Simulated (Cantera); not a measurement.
Charge: 1 mol C2F6, 0.012 mol F2, 14 mol H2, held at 45.0 mbar.

Cantera equilibrium calculation (NASA polynomials, part measured and part estimated; ideal gas, pure solids and liquids). Candidate condensed phases: C, C6H6, C7H8, C8H18; 95 gas species. The feed counts by its element totals alone. Equilibrium is a limit: real reactors are often held back by kinetics, nucleation or transport. All values below are at 1600 K.

Base state: H2 0.646, HF 0.354, H 0.000206, CH4 3.06e-5, C2H2 (acetylene) 1.78e-5 (mole fractions); condensed: C(graphite).

Question: What changes in the equilibrium state with this change: C2F6 replaced by CF4?

Answer: 
| species | before | after |
|---|---|---|
| H2 | 0.646 | 0.748 |
| HF | 0.354 | 0.251 |
| H | 0.000206 | 0.000222 |
| CH4 | 3.06e-5 | 4.11e-5 |
| C2H2 (acetylene) | 1.78e-5 | 2.06e-5 |
| C(graphite), mol | 2.00 | 0.999 |
